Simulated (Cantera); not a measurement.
A closed system holds: 1 mol SiH₂Cl₂, 1.4 mol N₂, 35 mol H₂, held at 32.0 mbar.

Cantera equilibrium calculation (NASA polynomials, part measured and part estimated; ideal gas, pure solids and liquids). Candidate condensed phases: NH₄Cl, Si, Si₃N₄; 28 gas species. N₂ is the only nitrogen source here; it is nearly inert below about 1500 K, so the nitride shown seldom forms there in practice. Kinetics and transport are ignored.

At 1098 K, list the 3 most abundant gas species with their mole fractions, and the condensed phases.

H₂ 0.928, HCl 0.0530, N₂ 0.0194. Condensed: Si₃N₄(s).
